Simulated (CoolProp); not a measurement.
Vapour-liquid equilibrium of hydrogen sulfide (1) + isobutane (2) at 56.75 °C; x and y are mole fractions of (1).

The numbers come from the multi-fluid Helmholtz-energy mixture model, Lemmon 2006 and Bücker 2006; pair parameters Kunz 2012 in CoolProp.

```json
[
 {"x": "0.05", "bubble pressure, mixture model (kPa)": "999.2", "bubble pressure, Raoult's law (kPa)": "969.5", "y, mixture model": "0.198", "y, Raoult's law": "0.210"},
 {"x": "0.2", "bubble pressure, mixture model (kPa)": "…", "bubble pressure, Raoult's law (kPa)": "1461", "y, mixture model": "…", "y, Raoult's law": "0.559"},
 {"x": "0.35", "bubble pressure, mixture model (kPa)": "…", "bubble pressure, Raoult's law (kPa)": "1952", "y, mixture model": "…", "y, Raoult's law": "0.732"},
 {"x": "0.5", "bubble pressure, mixture model (kPa)": "2630", "bubble pressure, Raoult's law (kPa)": "2443", "y, mixture model": "0.763", "y, Raoult's law": "0.835"},
 {"x": "0.65", "bubble pressure, mixture model (kPa)": "…", "bubble pressure, Raoult's law (kPa)": "2934", "y, mixture model": "0.833", "y, Raoult's law": "0.904"},
 {"x": "0.8", "bubble pressure, mixture model (kPa)": "3500", "bubble pressure, Raoult's law (kPa)": "3426", "y, mixture model": "…", "y, Raoult's law": "0.953"},
 {"x": "0.95", "bubble pressure, mixture model (kPa)": "…", "bubble pressure, Raoult's law (kPa)": "3917", "y, mixture model": "0.973", "y, Raoult's law": "0.990"}
]
```

**Question.** Complete the blanks.

**Answer.** 
- 0.2, bubble pressure, mixture model (kPa): 1592
- 0.2, y, mixture model: 0.523
- 0.35, bubble pressure, mixture model (kPa): 2144
- 0.35, y, mixture model: 0.673
- 0.65, bubble pressure, mixture model (kPa): 3071
- 0.8, y, mixture model: 0.899
- 0.95, bubble pressure, mixture model (kPa): 3935

The largest gap from Raoult's law is +9.8 % in bubble pressure, at x = 0.35. No azeotrope shows between x = 0.05 and 0.95.

Pair parameters are fitted to limited data, so mixtures are less certain than the pure fluids.
